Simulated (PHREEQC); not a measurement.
A solution holds 0.26 mol/kgw BaCl2, 0.00038 mol/kgw CO2 and 0.00016 mol/kgw H4SiO4, at 20 °C. Closed to the air; pH follows from the charge balance.

Model: ion-association model, wateq4f.dat, run in PHREEQC.

No solid was allowed to form.

**Question.** Estimate the pH.

**Answer.** pH 4.79.

**Question.** In which forms is C present?

**Answer.** CO2 94 %, HCO3- 4.2 %, BaHCO3+ 1.5 % of the C.

The solution is supersaturated, for example in Quartz (slow to form), so a real one may precipitate; this is no full list. Ionic strength above about 0.7 mol/kgw puts this run outside the model's range.
